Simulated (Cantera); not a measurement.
Charge: 1 mol Zr, 26 mol H2O, 5.9 mol H2.

These are equilibrium values from Cantera (NASA tables, ideal gas, pure condensed phases), not measurements of a reactor. Candidate condensed phases: H2O, Zr, ZrO2; 12 gas species. Equilibrium is a limit: real reactors are often held back by kinetics, nucleation or transport.

Stable condensed phases, one row left out:

```
T in K \ P in Pa
            0.10    0.50     2.5      13      63     320    1600    7900   40000  200000 1000000
   2575        A       A       A       B       B       B       B       B       B       B       B
   2475        A       A       B       B       B       B       B       B       B       B       B
   2425        A       A       B       B       B       B       B       B       B       B       B
   2375        A       B       B       B       B       B       B       B       B       B       B
   2325        A       B       B       B       B       B       B       B       B       B       B
   2275        B       B       B       B       B       B       B       B       B       B       B
   2225        B       B       B       B       B       B       B       B       B       B       B
   2175        B       B       B       B       B       B       B       B       B       B       B
   2125        B       B       B       B       B       B       B       B       B       B       B
   2075        B       B       B       B       B       B       B       B       B       B       B
```

A: gas only; B: ZrO2.

### Question
Give the row for 2525 K.

### Answer
0.10: gas only; 0.50: gas only; 2.5: gas only; 13: ZrO2; 63: ZrO2; 320: ZrO2; 1600: ZrO2; 7900: ZrO2; 40000: ZrO2; 200000: ZrO2; 1000000: ZrO2.
